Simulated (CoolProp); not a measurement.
A single-stage vapour-compression cycle with R1336mzz(Z): evaporating at 264.15 K (dew point), condensing at 322.15 K (bubble point), superheat 0 K, subcooling 0 K, compressor efficiency 0.7, no pressure losses. Each further row changes one setting.

Values from CoolProp's reference Helmholtz-energy equation of state, McLinden 2020.

```
case                              cooling COP  pressure ratio  discharge temperature (K)  refrigerating effect (kJ/kg)  volumetric capacity (kJ/m³)
--------------------------------  -----------  --------------  -------------------------  ----------------------------  ---------------------------
as stated                                2.38            11.0                      325.9                           113                          134
evaporating temperature 269.15 K         2.73            8.53                      324.7                           117                          177
condensing temperature 317.15 K          2.70            9.35                      321.5                           119                          142
subcooling 5 K                              …            11.0                      325.9                           119                          142
superheat 10 K                              …            11.0                      336.5                           121                            …
compressor efficiency 0.6                2.04            11.0                      334.3                           113                          134
```

Problem. Some entries are withheld; supply them.

Solution. 
- subcooling 5 K, cooling COP: 2.51
- superheat 10 K, cooling COP: 2.43
- superheat 10 K, volumetric capacity (kJ/m³): 138
